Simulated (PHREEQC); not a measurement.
0.076 g of hydrous ferric oxide (600 m²/g; 0.2 weak and 0.005 strong sites per Fe, Dzombak-Morel constants, diffuse double layer) in 1 kg of water with 0.01 mol/kgw of an inert sodium salt and 0.0067 mmol/kgw ZnSO4, at 25 °C; the pH is set by adding NaOH or the inert anion's acid. O2 is buffered at 0.21 atm. CO2 from the air is kept out. Nothing may precipitate in this run.

Base run: PHREEQC, ion-association model, wateq4f.dat. Each further column changes one thing. The table gives S sorbed (%).

| pH | base | no electrostatic term (-no_edl) | background salt from 0.01 to 0.001 mol/kgw | oxide from 0.076 to 0.38 g/kgw |
|---|---|---|---|---|
| 3 | 99.9 | 0.0 | 100.0 | 100.0 |
| 4 | 99.8 | 0.0 | 100.0 | 100.0 |
| 5 | 98.0 | 0.0 | [?] | [?] |
| 6 | 68.5 | 0.0 | [?] | [?] |
| 7 | 6.9 | 0.0 | 11.3 | 24.4 |
| 8 | 0.1 | 0.1 | 0.2 | [?] |
| 9 | 0.0 | 0.0 | 0.0 | 0.0 |

Question: Some entries are withheld; supply them.

Answer: 
- 5, background salt from 0.01 to 0.001 mol/kgw: 99.6
- 5, oxide from 0.076 to 0.38 g/kgw: 99.7
- 6, background salt from 0.01 to 0.001 mol/kgw: 83.6
- 6, oxide from 0.076 to 0.38 g/kgw: 93.4
- 8, oxide from 0.076 to 0.38 g/kgw: 0.5

The oxide is taken as insoluble; below pH 4 it would dissolve.
